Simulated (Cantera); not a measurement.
A Cantera script and what it prints.

```python
import numpy as np
import cantera as ct

gas_names = """
    Hg N NO NO2 NO3 N2 N2O O O2 O3
""".split()
cond_names = """
    Hg(cr) Hg(L) HgO(s)
""".split()


def load(file, names, dense=False):
    # The tables refer to 1 bar. Condensed volumes are neglected.
    table = {s.name: s for s in ct.Species.list_from_file(file)}
    out = []
    for n in names:
        d = dict(table[n].input_data)
        d["thermo"] = dict(d["thermo"], **{"reference-pressure": 1e5})
        if dense:
            d["equation-of-state"] = {"model": "constant-volume", "density": "1e6 g/cm^3"}
        out.append(ct.Species.from_dict(d))
    return out


gas = ct.Solution(thermo="ideal-gas", species=load("nasa_gas.yaml", gas_names))
cond = {s.name: ct.Solution(thermo="fixed-stoichiometry", species=[s], name=s.name)
        for s in load("nasa_condensed.yaml", cond_names, dense=True)}
atoms = {
    'Hg': {'Hg': 1},
    'O2': {'O': 2},
    'N2': {'N': 2},
}
top_T = {}  # K; cautious upper limits of use, not melting points


def equilibrate(T, P, feed):
    n = {}
    for name, mol in feed.items():
        for a, k in atoms[name].items():
            n[a] = n.get(a, 0.0) + k * mol
    gas.TPX = T, P, n
    mass = sum(n.values()) * gas.mean_molecular_weight
    gas.equilibrate("TP")
    valid = [c for c in cond.values() if c.min_temp <= T <= top_T.get(c.name, c.max_temp)]
    mix = ct.Mixture([(gas, mass / gas.mean_molecular_weight)] + [(c, 0.0) for c in valid])
    mix.T, mix.P = T, P
    mix.equilibrate("TP", solver="vcs", rtol=1e-11, max_steps=5000)
    return mix


results = []
feed = {'Hg': 1, 'O2': 0.24, 'N2': 7.4}  # mol
P = 100000  # Pa
for T in [575, 600, 625, 650, 675, 700, 725, 750, 775, 800, 825]:
    mix = equilibrate(T, P, feed)
    results.append((T, P, feed, dict(zip(mix.species_names, mix.species_moles))))
    x = sorted(zip(gas.X, gas.species_names), reverse=True)
    print(f"T = {T:g} K  P = {P:g} Pa  gas = {mix.phase_moles(0):.4g} mol")
    print("   x: " + "  ".join(f"{s} {v:.3e}" for v, s in x if v > 0.0001))
    print("   condensed (mol): " + ("  ".join(f"{mix.phase(i).name} {mix.phase_moles(i):.4g}"
          for i in range(1, mix.n_phases) if mix.phase_moles(i) > 1e-12) or "none"))
```

It prints:

```
T = 575 K  P = 100000 Pa  gas = 7.923 mol
   x: N2 9.339e-01  Hg 6.592e-02  O2 1.434e-04
   condensed (mol): HgO(s) 0.4777
T = 600 K  P = 100000 Pa  gas = 7.962 mol
   x: N2 9.295e-01  Hg 6.880e-02  O2 1.744e-03
   condensed (mol): HgO(s) 0.4522
T = 625 K  P = 100000 Pa  gas = 8.209 mol
   x: N2 9.015e-01  Hg 8.681e-02  O2 1.173e-02
   condensed (mol): HgO(s) 0.2874
T = 650 K  P = 100000 Pa  gas = 8.64 mol
   x: N2 8.565e-01  Hg 1.157e-01  O2 2.778e-02
   condensed (mol): none
T = 675 K  P = 100000 Pa  gas = 8.64 mol
   x: N2 8.565e-01  Hg 1.157e-01  O2 2.778e-02
   condensed (mol): none
T = 700 K  P = 100000 Pa  gas = 8.64 mol
   x: N2 8.565e-01  Hg 1.157e-01  O2 2.778e-02
   condensed (mol): none
T = 725 K  P = 100000 Pa  gas = 8.64 mol
   x: N2 8.565e-01  Hg 1.157e-01  O2 2.778e-02
   condensed (mol): none
T = 750 K  P = 100000 Pa  gas = 8.64 mol
   x: N2 8.565e-01  Hg 1.157e-01  O2 2.778e-02
   condensed (mol): none
T = 775 K  P = 100000 Pa  gas = 8.64 mol
   x: N2 8.565e-01  Hg 1.157e-01  O2 2.778e-02
   condensed (mol): none
T = 800 K  P = 100000 Pa  gas = 8.64 mol
   x: N2 8.565e-01  Hg 1.157e-01  O2 2.778e-02
   condensed (mol): none
T = 825 K  P = 100000 Pa  gas = 8.64 mol
   x: N2 8.565e-01  Hg 1.157e-01  O2 2.778e-02
   condensed (mol): none
```

Cantera equilibrium calculation (NASA polynomials, part measured and part estimated; ideal gas, pure solids and liquids).
